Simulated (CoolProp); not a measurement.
Properties of sulfur dioxide along the isobar 152 bar (Tc = 157.5 °C, pc = 78.87 bar, ω = 0.256).

Computed with CoolProp (reference Helmholtz-energy equation of state, Gao 2016).

| T (°C) | phase | density (kg/m³) | cp (kJ/(kg K)) | isothermal compressibility (1/MPa) | fugacity coefficient |
|---|---|---|---|---|---|
| -7.55 | liquid | 1478 | 1.340 | 0.0009445 | 0.009727 |
| 5.95 | liquid | 1445 | 1.342 | 0.001075 | 0.01660 |
| 19.55 | liquid | 1410 | 1.348 | 0.001234 | 0.02672 |
| 33.15 | liquid | 1376 | 1.358 | 0.001428 | 0.04075 |
| 46.65 | liquid | 1340 | 1.372 | 0.001669 | 0.05918 |
| 60.25 | liquid | 1303 | 1.390 | 0.001978 | 0.08276 |
| 73.85 | liquid | 1264 | 1.413 | 0.002380 | 0.1117 |
| 87.35 | liquid | 1223 | (withheld) | 0.002912 | 0.1458 |
| 100.95 | liquid | 1179 | 1.481 | 0.003651 | 0.1856 |
| 114.55 | liquid | 1132 | 1.531 | 0.004707 | 0.2303 |
| 128.05 | liquid | 1080 | 1.597 | (withheld) | 0.2791 |
| 141.65 | liquid | 1023 | 1.690 | 0.008785 | 0.3318 |
| 155.15 | liquid | 956.8 | 1.825 | 0.01305 | 0.3866 |
| 168.75 | supercritical | 878.3 | 2.036 | 0.02123 | 0.4430 |
| 182.35 | supercritical | 781.5 | 2.380 | 0.03870 | 0.4987 |
| 195.85 | supercritical | 662.2 | 2.785 | (withheld) | 0.5510 |

Question: What belongs in the gaps?

Answer: 
- 87.35, cp (kJ/(kg K)): 1.443
- 128.05, isothermal compressibility (1/MPa): 0.006277
- 195.85, isothermal compressibility (1/MPa): 0.07321
